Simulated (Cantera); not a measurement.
What does this Cantera script print?

```python
import numpy as np
import cantera as ct

gas = ct.Solution("gri30.yaml")
gas.TPX = 2525, 2666, {'CH4': 0.012, 'H2': 1, 'N2': 0.0015}
reactor = ct.IdealGasConstPressureReactor(gas, energy="off", clone=False)
net = ct.ReactorNet([reactor])
net.rtol, net.atol = 1e-08, 1e-18
show = ['CH4', 'H2', 'HCN', 'H', 'C2H2', 'CH2', 'C2H']
times = np.geomspace(1e-06, 3, 9)

steps = ct.SolutionArray(gas, extra=["t"])
rows = []
print(f"{'t/s':>10s}{'T/K':>9s}{'P/Pa':>11s}" + "".join(f"{s:>11s}" for s in show))
for t in times:
    while net.time < t:
        t_next = net.step()
        steps.append(gas.state, t=t_next)
    rows.append([np.interp(t, steps.t, y) for y in (steps.T, steps.P, *steps(*show).X.T)])
    print(f"{t:10.3e}{rows[-1][0]:9.1f}{rows[-1][1]:11.4g}" + "".join(f"{x:11.3e}" for x in rows[-1][2:]))
rate = np.gradient(steps.T, steps.t)
print("integrator steps:", len(steps.t))
if steps.T.max() > steps.T[0] + 200:
    print(f"time of steepest temperature rise: {steps.t[rate.argmax()]:.4e} s")
gas.TPX = 2525, 2666, {'CH4': 0.012, 'H2': 1, 'N2': 0.0015}
gas.equilibrate("TP")
print(f"equilibrium (TP): T = {gas.T:.1f} K  " + "  ".join(f"{s} {gas[s].X[0]:.3e}" for s in show))
```

It prints:

```
       t/s      T/K       P/Pa        CH4         H2        HCN          H       C2H2        CH2        C2H
 1.000e-06   2525.0       2666  1.182e-02  9.867e-01  3.971e-16  1.978e-05  1.835e-14  6.431e-10  2.472e-20
 6.451e-06   2525.0       2666  1.176e-02  9.865e-01  1.713e-14  1.535e-04  2.361e-11  2.381e-08  2.615e-16
 4.162e-05   2525.0       2666  1.152e-02  9.855e-01  6.991e-13  1.186e-03  3.304e-08  6.078e-07  2.975e-12
 2.685e-04   2525.0       2666  1.022e-02  9.792e-01  3.244e-10  7.587e-03  2.542e-05  1.701e-05  1.486e-08
 1.732e-03   2525.0       2666  3.710e-03  9.589e-01  1.219e-07  3.092e-02  2.770e-03  9.607e-05  6.746e-06
 1.117e-02   2525.0       2666  1.500e-04  9.399e-01  1.041e-06  5.278e-02  5.512e-03  1.368e-05  2.337e-05
 7.208e-02   2525.0       2666  6.737e-06  8.976e-01  2.381e-06  9.543e-02  5.513e-03  2.220e-06  4.426e-05
 4.650e-01   2525.0       2666  1.951e-06  8.371e-01  1.308e-05  1.561e-01  5.303e-03  1.968e-06  7.468e-05
 3.000e+00   2525.0       2666  1.890e-06  8.352e-01  8.991e-05  1.581e-01  5.258e-03  1.963e-06  7.514e-05
integrator steps: 1608
equilibrium (TP): T = 2525.0 K  CH4 1.808e-06  H2 8.352e-01  HCN 1.427e-03  H 1.581e-01  C2H2 4.593e-03  CH2 1.879e-06  C2H 6.563e-05
```

Detailed kinetics in Cantera: GRI-Mech 3.0 (53 species, 325 reactions). GRI-Mech 3.0 stops at C3 and has no aromatics, soot or wall deposition, so with more carbon than oxygen in the feed, carbon stays in small species such as C2H2 where larger ones or solid carbon would form. Radical loss at walls, strong at low pressure, is not modelled.
